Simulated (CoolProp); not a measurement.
Saturated liquid density (kg/m³) of nitrous oxide: the reference equation beside estimates from Tc = 309.5 K, pc = 72.45 bar, ω = 0.161. Rackett uses Z = 0.29056 − 0.08775 ω.

The numbers come from the reference Helmholtz-energy equation of state, Lemmon 2006 in CoolProp. It is a short technical equation, of lower accuracy than the large ones.

```csv
T (K),reference,Rackett,Redlich-Kwong,Soave-Redlich-Kwong,Peng-Robinson
190.9,1212,1192,1109,1127,1273
199,1187,1169,1084,1104,1248
207.1,1162,1145,1058,1079,1221
215.2,1136,1120,1030,1053,1193
223.3,1109,1094,1001,1025,1162
231.4,1081,1068,970.4,995.4,1129
239.5,1052,1039,937.5,963.3,1093
247.7,1020,1009,902.0,928.2,1053
255.8,987.0,977.5,864.2,890.5,1010
263.9,951.5,943.4,823.4,849.3,963.3
272,912.9,906.0,778.6,803.6,910.7
280.1,869.9,864.2,728.9,752.3,851.0
```

Absolute difference from the reference over all 12 rows, mean and median: Rackett 1.2 and 1.2 %, Redlich-Kwong 11.2 and 10.6 %, Soave-Redlich-Kwong 8.9 and 8.2 %, Peng-Robinson 3.6 and 4.2 %.
